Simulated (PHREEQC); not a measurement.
Leach liquor with phosphoric acid bath

Solution A (0.025 mol H2SO4, 0.0058 mol CuSO4 and 0.00013 mol MgSO4 per kg of water) is mixed with solution B (11 mmol/kgw H3PO4 and 9.6 mmol/kgw HNO3) at 3 °C; shares are by mass of water, 1 kg in all. O2 is buffered at 0.21 atm. CO2 from the air is kept out. The run lets Brucite, Tenorite, Brochantite, Antlerite, Cu2(OH)3NO3, Cu3(PO4)2:3H2O, Epsomite, Chalcanthite precipitate or redissolve, and no other solid.

Equilibrium calculation in PHREEQC: ion-association model, wateq4f.dat.

Question: Predict pH, Mg+2 (mol/kgw), Cu+2 (mol/kgw), H3PO4 (mol/kgw) at share of solution B = 0.6, 1.

Answer: 
```
share of solution B    pH  Mg+2 (mol/kgw)  Cu+2 (mol/kgw)  H3PO4 (mol/kgw)
-------------------  ----  --------------  --------------  ---------------
0.6                  1.70         4.13e-5         0.00176          0.00430
1                    1.89               0               0          0.00619
```

H3PO4, which wateq4f.dat lacks, is added to it with the constant of phreeqc.dat. Constants without temperature data keep their 25 °C values here. The database has no phosphate complexes of Cu.
